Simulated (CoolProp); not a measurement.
Vapour-liquid equilibrium of R1234yf (1) + R1234ze(E) (2) at 281.9 K; x and y are mole fractions of (1).

Values from CoolProp's multi-fluid Helmholtz-energy mixture model, Lemmon 2022 and Thol 2016; pair parameters Bell 2022.

```tsv
x	bubble pressure (kPa)	y at the bubble point	dew pressure at overall composition x (kPa)	liquid density (mol/L)
0.05	302.9	0.071	300.7	10.62
0.15	316.9	0.200	311.4	10.56
0.25	330.1	0.317	322.4	10.51
0.35	342.8	0.425	333.9	10.45
0.45	355.1	0.527	345.7	10.40
0.55	367.1	0.622	358.0	10.34
0.65	379.0	0.713	370.7	10.28
0.75	390.9	0.800	384.0	10.22
0.85	402.8	0.883	398.0	10.16
0.95	414.7	0.962	412.9	10.10
```

No azeotrope shows between x = 0.05 and 0.95.

Pair parameters are fitted to limited data, so mixtures are less certain than the pure fluids.
